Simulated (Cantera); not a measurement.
Feed: 1 mol Si₃N₄, 5.7 mol NF₃, 14 mol H₂, held at 1352 °C and 1.33 mbar.

Cantera equilibrium calculation (NASA polynomials, part measured and part estimated; ideal gas, pure solids and liquids). Candidate condensed phases: Si, Si₃N₄; 37 gas species. The tables' values for SiF₃, SiF₂ are old estimates; treat these amounts as uncertain. Kinetics and transport are ignored.

Base state: H₂ 0.457, HF 0.223, N₂ 0.197, SiF₄ 0.108, SiF₃ 0.0134, H 0.00131, SiF₂ 0.000779, SiHF₃ 0.000248 (mole fractions); condensed: gas only.

### Question
What changes in the equilibrium state with this change: temperature from 1352 °C to 950 °C?

### Answer
```json
[
 {"species": "H₂", "before": "0.457", "after": "0.469"},
 {"species": "HF", "before": "0.223", "after": "0.209"},
 {"species": "N₂", "before": "0.197", "after": "0.199"},
 {"species": "SiF₄", "before": "0.108", "after": "0.123"},
 {"species": "SiF₃", "before": "0.0134", "after": "3.78e-5"},
 {"species": "SiF₂", "before": "0.000779", "after": "1.20e-8"},
 {"species": "H", "before": "0.00131", "after": "5.66e-6"},
 {"species": "SiHF₃", "before": "0.000248", "after": "1.17e-5"}
]
```
The tables' values for SiF₃ are old estimates; treat these amounts as uncertain.
